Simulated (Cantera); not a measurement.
Input: 1 mol Si, 0.52 mol N₂O, 33 mol N₂, 0.0013 mol H₂O, held at 72.0 Pa.

These are equilibrium values from Cantera (NASA tables, ideal gas, pure condensed phases), not measurements of a reactor. Candidate condensed phases: H₂O, Si, SiO₂, Si₂N₂O, Si₃N₄; 35 gas species. Mutual solubility and eutectic melting of coexisting phases are not modelled. The tables hold silica as quartz up to 1696 K and as liquid above; real silica turns to tridymite and cristobalite and melts near 1996 K. The numbers say what is thermodynamically allowed, not how fast it happens.

x: gas mole fraction; n: condensed amount in mol.

```json
[
 {"T (K)": "1225", "x N₂": "1.000", "x SiO": "3.96e-6", "x H₂": "3.93e-5", "x H": "7.28e-8", "n SiO₂(β-quartz)": "0.0142", "n Si₂N₂O(s)": "0.493"},
 {"T (K)": "1250", "x N₂": "1.000", "x SiO": "1.07e-5", "x H₂": "3.93e-5", "x H": "1.13e-7", "n SiO₂(β-quartz)": "0.0141", "n Si₂N₂O(s)": "0.493"},
 {"T (K)": "1275", "x N₂": "1.000", "x SiO": "2.77e-5", "x H₂": "3.93e-5", "x H": "1.72e-7", "n SiO₂(β-quartz)": "0.0139", "n Si₂N₂O(s)": "0.493"},
 {"T (K)": "1300", "x N₂": "1.000", "x SiO": "6.94e-5", "x H₂": "3.92e-5", "x H": "2.58e-7", "n SiO₂(β-quartz)": "0.0134", "n Si₂N₂O(s)": "0.492"},
 {"T (K)": "1325", "x N₂": "1.000", "x SiO": "0.000167", "x H₂": "3.92e-5", "x H": "3.81e-7", "n SiO₂(β-quartz)": "?", "n Si₂N₂O(s)": "0.491"},
 {"T (K)": "1350", "x N₂": "1.000", "x SiO": "0.000391", "x H₂": "3.91e-5", "x H": "5.55e-7", "n SiO₂(β-quartz)": "?", "n Si₂N₂O(s)": "0.489"},
 {"T (K)": "1375", "x N₂": "0.999", "x SiO": "0.000884", "x H₂": "3.89e-5", "x H": "7.97e-7", "n SiO₂(β-quartz)": "?", "n Si₂N₂O(s)": "0.483"},
 {"T (K)": "1400", "x N₂": "0.999", "x SiO": "0.00129", "x H₂": "3.87e-5", "x H": "1.13e-6", "n SiO₂(β-quartz)": "0", "n Si₂N₂O(s)": "0.479"},
 {"T (K)": "1425", "x N₂": "0.999", "x SiO": "0.00129", "x H₂": "3.85e-5", "x H": "1.58e-6", "n SiO₂(β-quartz)": "0", "n Si₂N₂O(s)": "0.479"},
 {"T (K)": "1450", "x N₂": "0.999", "x SiO": "0.00129", "x H₂": "3.82e-5", "x H": "2.18e-6", "n SiO₂(β-quartz)": "0", "n Si₂N₂O(s)": "0.479"},
 {"T (K)": "1475", "x N₂": "0.999", "x SiO": "0.00129", "x H₂": "3.78e-5", "x H": "2.97e-6", "n SiO₂(β-quartz)": "0", "n Si₂N₂O(s)": "0.479"},
 {"T (K)": "1500", "x N₂": "0.999", "x SiO": "0.00129", "x H₂": "3.73e-5", "x H": "4.01e-6", "n SiO₂(β-quartz)": "0", "n Si₂N₂O(s)": "0.479"}
]
```

Q: Some entries are withheld; supply them.

A: 
- 1325, n SiO₂(β-quartz): 0.0124
- 1350, n SiO₂(β-quartz): 0.00989
- 1375, n SiO₂(β-quartz): 0.00445
